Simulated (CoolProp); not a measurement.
Nitrogen along the isobar 2100 kPa: density (kg/m³) from the reference equation and from simpler models built on Tc = -147.0 °C, pc = 3396 kPa, ω = 0.037; each cubic takes its own stable root.

Model: reference Helmholtz-energy equation of state, Span 2000, in CoolProp.

```tsv
T (°C)	phase	reference	van der Waals	Peng-Robinson
-196.75	liquid	815.3	564.1	923.6
-167.65	liquid	662.4	454.3	718.7
-138.55	gas	65.12	64.37	67.06
-109.55	gas	47.73	48.14	48.65
-80.45	gas	38.69	39.15	39.19
-51.35	gas	32.82	33.23	33.13
-22.25	gas	28.63	28.96	28.83
6.85	gas	25.44	25.71	25.58
35.85	gas	22.93	23.15	23.03
64.95	gas	20.88	21.07	20.96
94.05	gas	19.18	19.34	19.25
123.15	gas	17.75	17.88	17.80
152.25	gas	16.51	16.62	16.56
```
